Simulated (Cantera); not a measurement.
Feed: 1 mol SiO₂, 41 mol Cl₂, 0.57 mol N₂, 0.15 mol H₂, equilibrated at 99.0 mbar.

Equilibrium computed with Cantera from the NASA thermochemical tables; the gas is ideal and each condensed phase is pure. Candidate condensed phases: H₂O, NH₄Cl, Si, SiO₂, Si₂N₂O, Si₃N₄; 47 gas species. Equilibrium is a limit: real reactors are often held back by kinetics, nucleation or transport.

Q: At 898 K, list the 4 most abundant gas species with their mole fractions, and the condensed phases.

A: Cl₂ 0.979, N₂ 0.0137, HCl 0.00719, Cl 0.000224. Condensed: SiO₂(β-quartz).
